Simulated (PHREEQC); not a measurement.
0.2 mol of Fluorite (CaF2) is brought to equilibrium with 1 kg of water, with rising amounts of FeCl3, at 55 °C. Oxygen is held at 0.21 atm. No CO2 enters from the air. Names ending in (a), (am) or -a are amorphous solids. The run lets Fluorite, Portlandite, Fe(OH)3(a) precipitate or redissolve, and no other solid.

Model: ion-association model, wateq4f.dat, run in PHREEQC.

**Question.** Predict pH, dissolved Ca (mol/kgw), dissolved F (mol/kgw), Ca+2 (mol/kgw) at FeCl3 added (mol) = 0, 0.0104, 0.0146, 0.0208.

**Answer.** 
```tsv
FeCl3 added (mol)	pH	dissolved Ca (mol/kgw)	dissolved F (mol/kgw)	Ca+2 (mol/kgw)
0	6.75	0.000243	0.000485	0.000241
0.0104	3.16	0.00928	0.0186	0.00927
0.0146	3.06	0.0126	0.0253	0.0126
0.0208	2.96	0.0174	0.0348	0.0174
```

Constants without temperature data keep their 25 °C values here. Fluoro complexes past AlF4- and FeF3 are missing from the database.
